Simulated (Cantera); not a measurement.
# Catalytic combustion on Pt

An isothermal plug-flow reactor at 723 K and 100000 Pa (inlet), inlet velocity 0.062 m/s, active area per volume 150 1/m; feed 0.302 % CO, 3.51 % O2, 95.5 % N2, 0.641 % H2O, equivalence ratio 0.043.

Model: Deutschmann's 1995 Pt surface mechanism with GRI-Mech 3.0 gas chemistry, integrated in Cantera. Catalytic surfaces can have several steady states; this one follows from the mechanism file's or the stated starting coverage. Mass transfer to the wall is taken as infinitely fast.

```tsv
z (m)	x CO	x O2	x H2O	x CO2	θ free Pt	θ O*	θ OH*	θ CO*
0.00028	0.00141	0.0343	0.00642	0.00162	0.0322	0.964	0.00237	0.00110
0.00061	0.00114	0.0342	0.00642	0.00189	0.0275	0.970	0.00219	0.000646
0.0013	0.000815	0.0340	0.00642	0.00221	0.0240	0.974	0.00205	0.000351
0.0028	0.000463	0.0338	0.00642	0.00256	0.0214	0.976	0.00194	0.000159
0.0061	0.000166	0.0337	0.00642	0.00286	0.0198	0.978	0.00187	4.84e-5
0.013	2.39e-5	0.0336	0.00642	0.00300	0.0192	0.979	0.00184	6.55e-6
0.028	4.05e-7	0.0336	0.00642	0.00303	0.0191	0.979	0.00183	1.10e-7
```
x: gas mole fraction; θ: surface coverage.
